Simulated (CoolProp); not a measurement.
n-perfluoropentane along the isobar 1070 kPa: density (kg/m³) from the reference equation and from simpler models built on Tc = 421.0 K, pc = 2063 kPa, ω = 0.436; each cubic takes its own stable root.

Values from CoolProp's reference Helmholtz-energy equation of state, Gao 2022.

| T (K) | phase | reference |
|---|---|---|
| 192.4 | liquid | 1921 |
| 199.4 | liquid | 1901 |
| 206.4 | liquid | 1881 |
| 213.4 | liquid | 1861 |
| 220.5 | liquid | 1841 |
| 227.5 | liquid | 1821 |
| 234.5 | liquid | 1801 |
| 241.5 | liquid | 1781 |
| 248.5 | liquid | 1761 |
| 255.5 | liquid | 1741 |
| 262.5 | liquid | 1720 |
| 269.5 | liquid | 1699 |
| 276.5 | liquid | 1678 |
| 283.5 | liquid | 1657 |

Q: How far does each simpler model (Redlich-Kwong, Soave-Redlich-Kwong, Peng-Robinson) lie from the reference over these 14 states: mean and median of the absolute difference, and the worst?

A: 
- Redlich-Kwong: mean 11.5 %, median 11.4 %, worst -12.1 % at 283.5 K and 1070 kPa
- Soave-Redlich-Kwong: mean 7.2 %, median 7.0 %, worst -8.6 % at 192.4 K and 1070 kPa
- Peng-Robinson: mean 4.4 %, median 4.7 %, worst +5.5 % at 283.5 K and 1070 kPa
